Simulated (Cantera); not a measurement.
A freely propagating, adiabatic, planar premixed flame of 7.84 % CH4, 3.53 % H2, 15.7 % O2, 72.9 % N2, unburnt at 425 K and 100000 Pa; mixture-averaged transport, grid criteria slope 0.08 and curve 0.16, no radiation.

Computed with Cantera and GRI-Mech 3.0 (53 species, 325 reactions). Burning velocities carry a grid error of a few per cent, more on coarse grids.

x: mole fraction of selected species; z is measured from the peak of heat release.

| z (mm) | T (K) | u (m/s) | x CH4 | x H2 | x O2 | x HCN | x OH | x C2H4 |
|---|---|---|---|---|---|---|---|---|
| -1.30 | 425 | 0.589 | 0.0784 | 0.0352 | 0.157 | <1e-8 | <1e-8 | <1e-8 |
| -0.865 | 427 | 0.592 | 0.0784 | 0.0348 | 0.157 | <1e-8 | <1e-8 | ? |
| -0.649 | 436 | 0.604 | 0.0780 | 0.0344 | 0.157 | <1e-8 | <1e-8 | ? |
| -0.433 | 505 | 0.699 | 0.0747 | 0.0336 | 0.153 | 6.38e-8 | 3.52e-7 | ? |
| -0.216 | 914 | 1.28 | 0.0533 | 0.0323 | 0.123 | 8.79e-7 | 2.67e-5 | ? |
| -0.108 | 1310 | 1.84 | 0.0298 | 0.0315 | 0.0860 | 2.24e-6 | 0.000212 | ? |
| 0 | 1667 | 2.36 | 0.00745 | 0.0283 | 0.0438 | 4.48e-6 | 0.00146 | ? |
| 0.108 | 1816 | 2.57 | 0.000605 | 0.0223 | 0.0194 | 4.38e-6 | 0.00399 | ? |
| 0.216 | 1858 | 2.62 | 2.53e-5 | 0.0192 | 0.0111 | 2.19e-6 | 0.00530 | ? |
| 0.433 | 1902 | 2.67 | 6.25e-8 | 0.0185 | 0.00719 | 4.40e-7 | 0.00554 | <1e-8 |
| 0.865 | 1953 | 2.73 | <1e-8 | 0.0179 | 0.00523 | 2.96e-8 | 0.00508 | <1e-8 |
| 1.73 | 2007 | 2.80 | <1e-8 | 0.0166 | 0.00347 | <1e-8 | 0.00423 | <1e-8 |
| 3.46 | 2052 | 2.86 | <1e-8 | 0.0152 | 0.00193 | <1e-8 | 0.00317 | <1e-8 |

What belongs in the gaps?


- -0.865, x C2H4: 8.86e-8
- -0.649, x C2H4: 7.75e-7
- -0.433, x C2H4: 1.15e-5
- -0.216, x C2H4: 0.000153
- -0.108, x C2H4: 0.000346
- 0, x C2H4: 0.000249
- 0.108, x C2H4: 1.64e-5
- 0.216, x C2H4: 2.38e-7
